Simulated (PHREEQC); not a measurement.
Solution (22 °C): 0.0053 mol H2S, 0.00033 mol NaCl and 0.0001 mol FeCl2 per kg of water. Closed to the air; pH follows from the charge balance.

All values are PHREEQC results (ion-association model, wateq4f.dat), not measurements.

Each row changes one thing in this solution. This is a speciation only: nothing precipitates in the calculation.

```json
[
 {"case": "as made", "pH": "4.40", "ionic strength (mol/kgw)": "0.000631", "HS- (mol/kgw)": "1.42e-5"},
 {"case": "FeCl2 left out", "pH": "(withheld)", "ionic strength (mol/kgw)": "0.000354", "HS- (mol/kgw)": "(withheld)"},
 {"case": "NaCl left out", "pH": "4.40", "ionic strength (mol/kgw)": "0.000300", "HS- (mol/kgw)": "1.40e-5"},
 {"case": "H2S replaced by NH4HS at the same molality", "pH": "8.15", "ionic strength (mol/kgw)": "0.00533", "HS- (mol/kgw)": "0.00477"},
 {"case": "diluted 10-fold with water", "pH": "5.11", "ionic strength (mol/kgw)": "6.96e-5", "HS- (mol/kgw)": "7.06e-6"},
 {"case": "FeCl2 from 0.0001 to 2e-05 mol/kgw", "pH": "4.55", "ionic strength (mol/kgw)": "0.000405", "HS- (mol/kgw)": "1.98e-5"},
 {"case": "temperature from 22 to 5 °C", "pH": "4.57", "ionic strength (mol/kgw)": "0.000633", "HS- (mol/kgw)": "1.10e-5"},
 {"case": "FeCl2 replaced by FeSO4 at the same molality", "pH": "4.41", "ionic strength (mol/kgw)": "0.000726", "HS- (mol/kgw)": "1.44e-5"}
]
```

Task: Complete the blanks.

Result: 
- FeCl2 left out, pH: 4.63
- FeCl2 left out, HS- (mol/kgw): 2.40e-5

Some of these states are supersaturated (in Mackinawite, FeS(ppt), for instance). Constants without temperature data keep their 25 °C values here. The polysulfide entries of wateq4f.dat were taken out for this run.
